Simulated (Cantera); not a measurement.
An isothermal, constant-pressure homogeneous reactor starts with 90.1 % NH₃, 9.91 % N₂, at 1773 K and 2670 Pa.

Model: the gas-phase N/H chemistry of the illustrative SiF4/NH3 mechanism in the Surface Chemkin manual (1991), integrated in Cantera. Walls and surfaces, which speed up NH3 decomposition in real reactors, are not modelled.

**Question.** Predict: x(NH₃) at 40.0 s; x(H) at 40.0 s; x(NH₂) at 40.0 s; x(N) at 40.0 s; x(H₂) at 40.0 s; x(N₂H₂) at 40.0 s.

**Answer.** 
* **x(NH₃) at 40.0 s**: 0.0305 (gas-phase equilibrium 2.62e-7)
* **x(H) at 40.0 s**: 0.000389 (gas-phase equilibrium 0.00148)
* **x(NH₂) at 40.0 s**: 4.57e-5 (gas-phase equilibrium 1.44e-9)
* **x(N) at 40.0 s**: 1.70e-7 (gas-phase equilibrium 7.36e-11)
* **x(H₂) at 40.0 s**: 0.686 (gas-phase equilibrium 0.710)
* **x(N₂H₂) at 40.0 s**: 4.86e-8 (gas-phase equilibrium <1e-12)
